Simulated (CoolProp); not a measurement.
A simple Rankine cycle with dimethyl ether: condensing at 329.15 K, boiler at 3.62 MPa, turbine inlet 383.3 K, turbine efficiency 0.6, pump efficiency 0.8, no recuperator. Each further row changes one setting.

Model: reference Helmholtz-energy equation of state, Wu 2011, in CoolProp.

```
case                             thermal efficiency (%)  net work (kJ/kg)  heat in (kJ/kg)  turbine exit temperature (K)  volume ratio over the turbine
-------------------------------  ----------------------  ----------------  ---------------  ----------------------------  -----------------------------
as stated                                           5.9                 ?              377                         332.4                              ?
turbine inlet 403.3 K                               6.3              27.2              434                         359.0                              ?
condensing temperature 321.15 K                     6.8              27.2              398                         325.1                              ?
boiler pressure 2.53 MPa                            4.4                 ?              420                         356.5                              ?
turbine efficiency 0.5                                ?              17.8              377                             ?                           3.18
```

Task: Some entries are withheld; supply them.

Result: 
- as stated, net work (kJ/kg): 22.3
- as stated, volume ratio over the turbine: 3.14
- turbine inlet 403.3 K, volume ratio over the turbine: 2.95
- condensing temperature 321.15 K, volume ratio over the turbine: 3.83
- boiler pressure 2.53 MPa, net work (kJ/kg): 18.3
- boiler pressure 2.53 MPa, volume ratio over the turbine: 1.99
- turbine efficiency 0.5, thermal efficiency (%): 4.7
- turbine efficiency 0.5, turbine exit temperature (K): 334.7
